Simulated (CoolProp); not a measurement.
Carbonyl sulfide at 593.84 K and 13.2 MPa is throttled through a valve to 7.08 MPa with no heat exchange. Each further row changes one setting.

The numbers come from the reference Helmholtz-energy equation of state, Lemmon 2006 in CoolProp. It is a short technical equation, of lower accuracy than the large ones.

```csv
case,temperature change (K),final phase,final density (kg/m³)
as stated,-24.8,supercritical,99.1
outlet pressure 2.12 MPa,-49.0,gas,29.1
outlet pressure 9.2 MPa,-15.6,supercritical,129
```
